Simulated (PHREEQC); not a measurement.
1 kg of water holding 18 mmol/kgw NaCl, 48 mmol/kgw CaCl2, 3.2 mmol/kgw SrCl2, 70 mmol/kgw KCl and 24 mmol/kgw MgCl2 is evaporated at 15 °C; the solids stay in contact with the brine. No CO2 enters from the air. Solids allowed: Bischofite, Brucite, Carnallite, Halite, Portlandite, Sylvite, MgCl2_4H2O. Others were left out.

The series has 23 steps of water left (kg), from 1 to 0.01283.

Model: Pitzer model, pitzer.dat, run in PHREEQC.

Question: Which solids form, in which order, and at which step of the series does each first stand?

Answer: Sylvite from water left = 0.03564 kg; Halite from water left = 0.01979 kg; Carnallite from water left = 0.01283 kg.

Complexes and solids missing from the database can't appear.
